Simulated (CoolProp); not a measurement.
Properties of oxygen along the isotherm 93 K (Tc = 154.6 K, pc = 5046 kPa, ω = 0.022).

The numbers come from the reference Helmholtz-energy equation of state, Schmidt 1985 in CoolProp.

```csv
p (kPa),phase,density (kg/m³),expansivity (1/kK),fugacity coefficient
280,liquid,1127,4.499,0.4653
561,liquid,1128,4.482,0.2347
841,liquid,1129,4.465,0.1581
1120,liquid,1129,4.448,0.1200
1400,liquid,1130,4.431,0.09697
1680,liquid,1131,4.415,0.08164
1960,liquid,1131,4.398,0.07070
2240,liquid,1132,4.382,0.06250
2520,liquid,1133,4.366,0.05612
```
